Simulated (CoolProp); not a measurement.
R410A at 398.47 K and 5.22 MPa is throttled through a valve to 0.578 MPa with no heat exchange. Each further row changes one setting.

Computed with CoolProp (reference Helmholtz-energy equation of state, Lemmon 2003). It is a pseudo-pure fit of the blend.

| case | temperature change (K) | final density (kg/m³) |
|---|---|---|
| as stated | [?] | [?] |
| outlet pressure 0.173 MPa | -48.3 | [?] |
| outlet pressure 0.751 MPa | [?] | [?] |

Fill in the missing entries.


- as stated, temperature change (K): -43.7
- as stated, final density (kg/m³): 14.8
- outlet pressure 0.173 MPa, final density (kg/m³): 4.37
- outlet pressure 0.751 MPa, temperature change (K): -41.7
- outlet pressure 0.751 MPa, final density (kg/m³): 19.4
